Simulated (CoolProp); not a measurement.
Computed with CoolProp (reference Helmholtz-energy equation of state, Thol 2018).

**Question.** Give the vapour pressure (MPa), liquid density (kg/m³), vapour density (kg/m³), enthalpy of vaporisation (kJ/kg) of saturated hydrogen chloride at 234.4, 246, 286.6 K.

**Answer.** 
```json
[
 {"T (K)": "234.4", "p (MPa)": "0.801", "liquid density (kg/m³)": "1060", "vapour density (kg/m³)": "17.0", "enthalpy of vaporisation (kJ/kg)": "385"},
 {"T (K)": "246", "p (MPa)": "1.18", "liquid density (kg/m³)": "1020", "vapour density (kg/m³)": "24.8", "enthalpy of vaporisation (kJ/kg)": "366"},
 {"T (K)": "286.6", "p (MPa)": "3.62", "liquid density (kg/m³)": "869", "vapour density (kg/m³)": "81.7", "enthalpy of vaporisation (kJ/kg)": "276"}
]
```
